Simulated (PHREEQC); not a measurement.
Solution A (0.067 mol/kgw HF) is mixed with solution B (1.5 mmol/kgw ZnCl2, 0.042 mmol/kgw KCl and 0.9 mmol/kgw FeSO4) at 25 °C; shares are by mass of water, 1 kg in all. The system is closed to oxygen. CO2 from the air is kept out. No solid was allowed to form.

Model: ion-association model, wateq4f.dat, run in PHREEQC.

```json
[
 {"share of solution B": "0", "pH": "2.21", "SO4-2 (mol/kgw)": "0", "HF (mol/kgw)": "0.0475", "H2F2 (mol/kgw)": "0.00590", "ZnSO4 (mol/kgw)": "0"},
 {"share of solution B": "0.1", "pH": "2.23", "SO4-2 (mol/kgw)": "6.16e-5", "HF (mol/kgw)": "0.0433", "H2F2 (mol/kgw)": "0.00489", "ZnSO4 (mol/kgw)": "1.02e-6"},
 {"share of solution B": "0.2", "pH": "2.26", "SO4-2 (mol/kgw)": "0.000124", "HF (mol/kgw)": "0.0389", "H2F2 (mol/kgw)": "0.00395", "ZnSO4 (mol/kgw)": "4.02e-6"},
 {"share of solution B": "0.3", "pH": "2.29", "SO4-2 (mol/kgw)": "0.000186", "HF (mol/kgw)": "0.0344", "H2F2 (mol/kgw)": "0.00310", "ZnSO4 (mol/kgw)": "8.93e-6"},
 {"share of solution B": "0.4", "pH": "2.33", "SO4-2 (mol/kgw)": "0.000250", "HF (mol/kgw)": "0.0298", "H2F2 (mol/kgw)": "0.00232", "ZnSO4 (mol/kgw)": "1.57e-5"},
 {"share of solution B": "0.5", "pH": "2.37", "SO4-2 (mol/kgw)": "0.000315", "HF (mol/kgw)": "0.0250", "H2F2 (mol/kgw)": "0.00164", "ZnSO4 (mol/kgw)": "2.44e-5"},
 {"share of solution B": "0.6", "pH": "2.42", "SO4-2 (mol/kgw)": "0.000382", "HF (mol/kgw)": "0.0201", "H2F2 (mol/kgw)": "0.00106", "ZnSO4 (mol/kgw)": "3.51e-5"},
 {"share of solution B": "0.7", "pH": "2.49", "SO4-2 (mol/kgw)": "0.000451", "HF (mol/kgw)": "0.0151", "H2F2 (mol/kgw)": "0.000592", "ZnSO4 (mol/kgw)": "4.80e-5"},
 {"share of solution B": "0.8", "pH": "2.58", "SO4-2 (mol/kgw)": "0.000525", "HF (mol/kgw)": "0.00985", "H2F2 (mol/kgw)": "0.000253", "ZnSO4 (mol/kgw)": "6.37e-5"},
 {"share of solution B": "0.9", "pH": "2.76", "SO4-2 (mol/kgw)": "0.000608", "HF (mol/kgw)": "0.00457", "H2F2 (mol/kgw)": "5.45e-5", "ZnSO4 (mol/kgw)": "8.34e-5"},
 {"share of solution B": "1", "pH": "5.94", "SO4-2 (mol/kgw)": "0.000728", "HF (mol/kgw)": "0", "H2F2 (mol/kgw)": "0", "ZnSO4 (mol/kgw)": "0.000116"}
]
```

Species that the database lacks are ignored. wateq4f.dat counts part of the HF as a dimer, H2F2, which phreeqc.dat doesn't know; its constant is uncertain. Fluoro complexes past AlF4- and FeF3 are missing from the database.
